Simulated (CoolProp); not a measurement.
Saturation properties of propylene.

Model: reference Helmholtz-energy equation of state, Lemmon 2013, in CoolProp.

```tsv
T (°C)	p (MPa)	vapour density (kg/m³)	surface tension (mN/m)	liquid conductivity (mW/(m K))
-27.25	0.2349	5.171	13.9	137
-15.15	0.3612	7.766	12.2	131
-3.05	0.5327	11.27	10.6	125
9.05	0.7583	15.93	8.99	119
21.15	1.048	22.06	7.44	113
33.25	1.410	30.10	5.94	107
45.45	1.861	40.86	4.48	101
57.55	2.405	55.39	3.11	94.0
```

It boils at -47.6 °C under 1 atm.

Thermal conductivity comes from a separate model (Huber 2003), an estimate that may be off by 10 % or more. Surface tension comes from a separate correlation (Mulero 2012).
